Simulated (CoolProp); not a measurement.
Methane along the isobar 6110 kPa: Z from the reference equation and from simpler models built on Tc = -82.6 °C, pc = 4599 kPa, ω = 0.011; each cubic takes its own stable root.

Model: reference Helmholtz-energy equation of state, Setzmann 1991, in CoolProp.

```json
[
 {"T (°C)": "-115.15", "phase": "liquid", "reference": "0.2108", "van der Waals": "0.2993", "Redlich-Kwong": "0.2175", "Peng-Robinson": "0.1938"},
 {"T (°C)": "-102.45", "phase": "liquid", "reference": "0.2115", "van der Waals": "0.2986", "Redlich-Kwong": "0.2240", "Peng-Robinson": "0.1996"},
 {"T (°C)": "-89.65", "phase": "liquid", "reference": "0.2215", "van der Waals": "0.3085", "Redlich-Kwong": "0.2439", "Peng-Robinson": "0.2184"},
 {"T (°C)": "-76.85", "phase": "supercritical", "reference": "0.2715", "van der Waals": "0.3459", "Redlich-Kwong": "0.3138", "Peng-Robinson": "0.2876"},
 {"T (°C)": "-64.05", "phase": "supercritical", "reference": "0.5380", "van der Waals": "0.5080", "Redlich-Kwong": "0.5460", "Peng-Robinson": "0.5165"},
 {"T (°C)": "-51.25", "phase": "supercritical", "reference": "0.6648", "van der Waals": "0.6415", "Redlich-Kwong": "0.6673", "Peng-Robinson": "0.6378"},
 {"T (°C)": "-38.45", "phase": "supercritical", "reference": "0.7392", "van der Waals": "0.7159", "Redlich-Kwong": "0.7397", "Peng-Robinson": "0.7121"},
 {"T (°C)": "-25.65", "phase": "supercritical", "reference": "0.7908", "van der Waals": "0.7668", "Redlich-Kwong": "0.7902", "Peng-Robinson": "0.7648"},
 {"T (°C)": "-12.85", "phase": "supercritical", "reference": "0.8291", "van der Waals": "0.8047", "Redlich-Kwong": "0.8278", "Peng-Robinson": "0.8046"},
 {"T (°C)": "-0.05", "phase": "supercritical", "reference": "0.8588", "van der Waals": "0.8342", "Redlich-Kwong": "0.8570", "Peng-Robinson": "0.8359"},
 {"T (°C)": "12.75", "phase": "supercritical", "reference": "0.8825", "van der Waals": "0.8579", "Redlich-Kwong": "0.8802", "Peng-Robinson": "0.8611"}
]
```
